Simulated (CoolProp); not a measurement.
o-xylene along the isobar 1.82 MPa: density (kg/m³) from the reference equation and from simpler models built on Tc = 357.1 °C, pc = 3.737 MPa, ω = 0.312; each cubic takes its own stable root.

Computed with CoolProp (reference Helmholtz-energy equation of state, Zhou 2012).

```csv
T (°C),phase,reference,van der Waals,Soave-Redlich-Kwong,Peng-Robinson
95.75,liquid,816.7,475.8,723.5,?
116.65,liquid,797.9,465.6,707.7,798.3
137.55,liquid,778.6,454.8,690.6,779.8
158.55,liquid,758.4,443.2,?,759.5
179.45,liquid,737.3,430.7,651.6,737.2
200.35,liquid,715.0,417.1,629.2,712.4
221.25,liquid,691.2,401.9,604.2,684.7
242.25,liquid,665.0,384.3,575.9,653.0
263.15,liquid,635.7,60.69,543.4,616.2
284.05,liquid,601.1,55.54,504.3,571.7
304.95,gas,59.07,?,55.99,57.52
325.95,gas,52.58,48.27,50.87,52.13
346.85,gas,48.22,45.52,47.05,48.12
```

Fill in the missing entries.


- 95.75, Peng-Robinson: 815.3
- 158.55, Soave-Redlich-Kwong: 671.9
- 304.95, van der Waals: 51.54

At some of these states van der Waals gives the other phase, because its saturation line lies elsewhere.
